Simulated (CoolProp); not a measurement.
Saturated liquid density (kg/m³) of R115: the reference equation beside estimates from Tc = 80.0 °C, pc = 3.129 MPa, ω = 0.248. Rackett uses Z = 0.29056 − 0.08775 ω.

Model: reference Helmholtz-energy equation of state, Lemmon 2016, in CoolProp.

| T (°C) | reference | Rackett | Redlich-Kwong | Soave-Redlich-Kwong |
|---|---|---|---|---|
| -85.35 | 1700 | 1764 | 1570 | 1606 |
| -74.45 | 1665 | 1729 | 1537 | 1576 |
| -63.55 | 1629 | 1692 | 1501 | 1545 |
| -52.65 | 1593 | 1654 | ___ | 1511 |
| -41.65 | 1555 | 1614 | 1424 | 1474 |
| -30.75 | 1517 | 1573 | ___ | 1434 |
| -19.85 | 1477 | 1531 | 1337 | 1391 |
| -8.95 | 1435 | 1486 | ___ | 1345 |
| 1.95 | 1391 | ___ | 1237 | 1294 |
| 12.95 | 1343 | 1387 | 1180 | 1237 |
| 23.85 | 1292 | 1332 | 1118 | 1175 |
| 34.75 | 1235 | 1272 | 1051 | 1104 |
| 45.65 | 1171 | 1203 | 974.1 | 1024 |
| 56.65 | ___ | 1121 | 884.1 | 926.8 |
| 67.55 | 994.8 | 1015 | 772.3 | 804.2 |

Problem. Some entries are withheld; supply them.

Solution. 
- -52.65, Redlich-Kwong: 1464
- -30.75, Redlich-Kwong: 1382
- -8.95, Redlich-Kwong: 1288
- 1.95, Rackett: 1438
- 56.65, reference: 1095

Absolute difference from the reference over all 15 rows, mean and median: Rackett 3.3 and 3.6 %, Redlich-Kwong 11.9 and 10.2 %, Soave-Redlich-Kwong 8.4 and 6.3 %.
